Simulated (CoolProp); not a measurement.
n-perfluorohexane along the isotherm 176.85 °C: fugacity coefficient from the reference equation and from simpler models built on Tc = 174.9 °C, pc = 1742 kPa, ω = 0.497; each cubic takes its own stable root.

Values from CoolProp's reference Helmholtz-energy equation of state, Gao 2022.

```csv
p (kPa),phase,reference
8.26,gas,0.9984
15.7,gas,0.9969
29.7,gas,0.9941
56.3,gas,0.9889
107,gas,0.9789
202,gas,0.9602
383,gas,0.9250
727,gas,0.8586
1380,gas,0.7328
2610,supercritical,0.4813
```

How far does each simpler model (van der Waals, Peng-Robinson) lie from the reference over these 10 states: mean and median of the absolute difference, and the worst?


- van der Waals: mean 2.0 %, median 0.5 %, worst +10.7 % at 176.85 °C and 2610 kPa
- Peng-Robinson: mean 0.4 %, median 0.2 %, worst -1.4 % at 176.85 °C and 1380 kPa
